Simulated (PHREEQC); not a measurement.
0.5 g of hydrous ferric oxide (600 m²/g; 0.2 weak and 0.005 strong sites per Fe, Dzombak-Morel constants, diffuse double layer) in 1 kg of water with 0.1 mol/kgw of an inert sodium salt and 0.00067 mol BaCl2, at 25 °C; the pH is set by adding NaOH or the inert anion's acid. Oxygen alone is held at its pressure in air (log pO2 = -0.68). CO2 from the air is kept out. No solid was allowed to form.

The numbers come from PHREEQC with the ion-association model, wateq4f.dat.

```tsv
pH	Ba sorbed (%)	surface charge σ (C/m²)	surface potential ψ (mV)
3	0.0	0.363	152
4	0.0	0.321	146
4.5	0.0	0.274	138
5	0.0	0.216	126
6	0.1	0.112	93
7	1.9	0.047	54
7.5	3.4	0.026	33
8	4.2	0.007	10
9	10.5	-0.027	-34
```

The oxide is taken as insoluble; below pH 4 it would dissolve.
